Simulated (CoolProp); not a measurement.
Vapour-liquid equilibrium of carbon dioxide (1) + neopentane (2) at 277.9 K; x and y are mole fractions of (1).

Values from CoolProp's multi-fluid Helmholtz-energy mixture model, Span 1996 and Lemmon 2006; pair parameters Bell 2016.

**Question.** Give the bubble pressure and the first vapour's composition at x = 0.2, 0.65, 0.95. Is there an azeotrope?

**Answer.** x = 0.2: 1.050 MPa, y = 0.915; x = 0.65: 2.580 MPa, y = 0.967; x = 0.95: 3.673 MPa, y = 0.993. No azeotrope shows between x = 0.05 and 0.95.

The pair parameters rest on a limited set of measurements; away from them the model extrapolates. The gap from Raoult's law changes sign with composition, which may be real or a fault of the pair parameters; it wasn't checked against measurements.
